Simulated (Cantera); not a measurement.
A closed system holds: 1 mol Si₃H₈, 0.024 mol Cl₂, 79 mol N₂, held at 1280 Torr.

These are equilibrium values from Cantera (NASA tables, ideal gas, pure condensed phases), not measurements of a reactor. Candidate condensed phases: NH₄Cl, Si, Si₃N₄; 28 gas species. The feed counts by its element totals alone. N₂ is the only nitrogen source here; it is nearly inert below about 1500 K, so the nitride shown seldom forms there in practice. Rates play no part. All values below are at 750 °C.

Base state: N₂ 0.950, H₂ 0.0491, HCl 0.000592 (mole fractions); condensed: Si₃N₄(s).

### Question
What changes in the equilibrium state with this change: Si₃H₈ replaced by SiCl₄?

### Answer
```csv
species,before,after
N₂,0.950,0.987
SiCl₄,<1e-9,0.0125
Cl₂,<1e-9,0.000296
H₂,0.0491,0
HCl,0.000592,0
"Si₃N₄(s), mol",1.00,0
```
